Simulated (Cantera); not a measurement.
An isothermal, constant-pressure homogeneous reactor starts with CH4 : N2 = 1 : 9.1 (molar parts), at 1700 K and 13300 Pa. Integrator tolerance rtol = 1e-08.

Model: GRI-Mech 3.0 (53 species, 325 reactions), integrated in Cantera. GRI-Mech 3.0 stops at C3 and has no aromatics, soot or wall deposition, so with more carbon than oxygen in the feed, carbon stays in small species such as C2H2 where larger ones or solid carbon would form.

Problem. What does this change do: pressure from 13300 Pa to 96.0 Pa?

Solution. 
| quantity | before | after |
|---|---|---|
| x(CH4) at 200 s | 0.000177 (gas-phase equilibrium 0.000100) | 9.69e-6 (gas-phase equilibrium 7.16e-7) |
| x(C2H4) at 200 s | 3.90e-5 (gas-phase equilibrium 1.24e-5) | 2.87e-7 (gas-phase equilibrium 8.92e-8) |
| x(CH3) at 200 s | 3.96e-6 (gas-phase equilibrium 2.25e-6) | 2.37e-6 (gas-phase equilibrium 1.90e-7) |
| x(CH2) at 200 s | 4.52e-9 (gas-phase equilibrium 2.57e-9) | 2.94e-8 (gas-phase equilibrium 2.56e-9) |
| x(HCN) at 200 s | 3.65e-5 (gas-phase equilibrium 0.0613) | 5.30e-5 (gas-phase equilibrium 0.0613) |
| x(H2) at 200 s | 0.135 (gas-phase equilibrium 0.135) | 0.134 (gas-phase equilibrium 0.134) |
| x(H) at 200 s | 0.000149 (gas-phase equilibrium 0.000149) | 0.00162 (gas-phase equilibrium 0.00175) |
Radical loss at walls, strong at low pressure, is not modelled.
